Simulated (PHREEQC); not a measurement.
A PHREEQC input (ion-association model, phreeqc.dat):

```
SOLUTION 1
  temp 25
  units ug/L
  pH 8.61
  pe 11.8
  Na 116
  K 43.8
  Ca 172
  Mg 101
  Cl 537
  S(6) 323 as SO4
  Alkalinity 58.6 as HCO3
  Si 0.145 as SiO2
  Zn 3.05
END
USE solution 1
EQUILIBRIUM_PHASES 1
  Chalcedony 0 0
  CO2(g) -2.5 10
END
```

It stops with these messages:

```
WARNING: Maximum iterations exceeded, 100
WARNING: Maximum iterations exceeded, 100
WARNING: The program has failed to converge to a numerical solution.
ERROR:           Alkalinity has not converged. Total: 9.603564e-07	Calculated: 4.216563e-06	Residual: -3.256207e-06
ERROR: Is non-carbonate alkalinity greater than total alkalinity?
ERROR:                   Ca has not converged. Total: 4.291423e-06	Calculated: 4.289655e-06	Residual: 1.767959e-09
ERROR:                   Cl has not converged. Total: 1.514684e-05	Calculated: 1.514347e-05	Residual: 3.362736e-09
ERROR:                    K has not converged. Total: 1.120149e-06	Calculated: 1.119900e-06	Residual: 2.486235e-10
ERROR:                   Mg has not converged. Total: 4.154333e-06	Calculated: 4.152636e-06	Residual: 1.697250e-09
ERROR:                   Na has not converged. Total: 5.045723e-06	Calculated: 5.044622e-06	Residual: 1.101459e-09
ERROR:                 S(6) has not converged. Total: 3.362347e-06	Calculated: 3.360612e-06	Residual: 1.734937e-09
ERROR:                   Si has not converged. Total: 2.413279e-09	Calculated: 2.417233e-09	Residual: -3.953783e-12
ERROR:                   Zn has not converged. Total: 4.665755e-08	Calculated: 4.687038e-08	Residual: -2.128257e-10
ERROR:                   Mu Ionic strength has not converged. 	Residual: -1.671102e-06
ERROR:               A(H2O) Activity of water has not converged. 	Residual: 5.432322e-08
ERROR: Model failed to converge for initial solution  1.
```

Problem. Find the cause and the fix.

Solution. The fault: the units line changed with the numbers kept. The line should read `units mg/L` where the input has `units ug/L`. With the mend the run ends at pH 7.21 and ionic strength 0.0307 mol/kgw.
